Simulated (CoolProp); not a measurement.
Vapour pressure (kPa) of nitrogen: the reference equation beside estimates from Tc = -147.0 °C, pc = 3396 kPa, ω = 0.037. Clausius-Clapeyron is anchored at -186.85 °C with a constant enthalpy of vaporisation of 5.225 kJ/mol.

Computed with CoolProp (reference Helmholtz-energy equation of state, Span 2000).

```csv
T (°C),reference,Lee-Kesler,Clausius-Clapeyron,van der Waals,Soave-Redlich-Kwong
-199.85,61.05,60.58,71.17,(withheld),60.01
-195.55,104.3,103.8,114.4,339.5,103.1
-191.15,169.5,169.1,(withheld),460.5,168.4
-186.85,258.9,258.8,258.9,603.8,258.4
-182.45,382.5,382.8,368.6,777.9,383.3
-178.05,544.7,(withheld),507.9,981.7,547.7
-173.75,746.4,746.7,676.0,1211,752.6
-169.35,1003,1003,(withheld),1479,1014
-165.05,1311,1309,(withheld),1773,1326
-160.65,1690,1687,1411,2110,1711
```

Question: Complete the blanks.

Answer: 
- -199.85, van der Waals: 244.0
- -191.15, Clausius-Clapeyron: 176.7
- -178.05, Lee-Kesler: 545.1
- -169.35, Clausius-Clapeyron: 883.7
- -165.05, Clausius-Clapeyron: 1124

Absolute difference from the reference over all 10 rows, mean and median: Lee-Kesler 0.2 and 0.1 %, Clausius-Clapeyron 9.3 and 9.6 %, van der Waals 118.3 and 91.8 %, Soave-Redlich-Kwong 0.9 and 1.0 %.
